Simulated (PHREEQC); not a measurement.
Make-up at 25 °C: 0.19 mol H2SO4 and 0.012 mol KH2PO4 per kg of water. It is in equilibrium with CO2 at log p = -2 (atm). Otherwise closed; pH follows from the charge balance.

The numbers come from PHREEQC with the ion-association model, phreeqc.dat.

```
quantity                  before    after
------------------------  ------  -------
pH                          0.79     1.75
ionic strength (mol/kgw)   0.246   0.0414
HSO4- (mol/kgw)            0.162  0.00933
SO4-2 (mol/kgw)           0.0278  0.00931
K+ (mol/kgw)              0.0114   0.0116
H3PO4 (mol/kgw)           0.0113  0.00820
```

### Question
What was changed between the two runs?
(A) temperature from 25 to 20 °C
(B) H2SO4 from 0.19 to 0.019 mol/kgw
(C) KH2PO4 from 0.012 to 0.0132 mol/kgw
(D) diluted 5-fold with water
(E) temperature from 25 to 65 °C

### Answer
B, H2SO4 from 0.19 to 0.019 mol/kgw

No solid was allowed to form.
